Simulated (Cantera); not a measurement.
Charge: 1 mol Fe₃O₄, a varied amount of CO, equilibrated at 1550 K and 100000 Pa.

Cantera equilibrium calculation (NASA polynomials, part measured and part estimated; ideal gas, pure solids and liquids). Candidate condensed phases: C, Fe, Fe(CO)₅, FeO, Fe₂O₃, Fe₃O₄; 15 gas species. Mutual solubility and eutectic melting of coexisting phases are not modelled. The tables' stoichiometric FeO is somewhat more stable than real wüstite, so its field is too wide. FeO: taken at fixed stoichiometry. The numbers say what is thermodynamically allowed, not how fast it happens.

Question: Which condensed phases are stable at each of these points (n(CO) (mol)): 1.6, 2, 2.6, 3.3, 4.2, 5.3, 6.7, 8.6, 11?

Answer: 
| n(CO) (mol) | condensed phases | Fe condensed (%) |
|---|---|---|
| 1.6 | FeO(s) | 100.0 |
| 2 | FeO(s) | 100.0 |
| 2.6 | FeO(s) | 100.0 |
| 3.3 | FeO(s) | 100.0 |
| 4.2 | FeO(s) | 100.0 |
| 5.3 | FeO(s) | 100.0 |
| 6.7 | FeO(s) | 100.0 |
| 8.6 | Fe(γ) + FeO(s) | 100.0 |
| 11 | Fe(γ) + FeO(s) | 100.0 |

From 1.6 mol CO to 6.7 mol CO the condensed part is FeO(s). From 8.6 mol CO to 11 mol CO the condensed part is Fe(γ) + FeO(s).
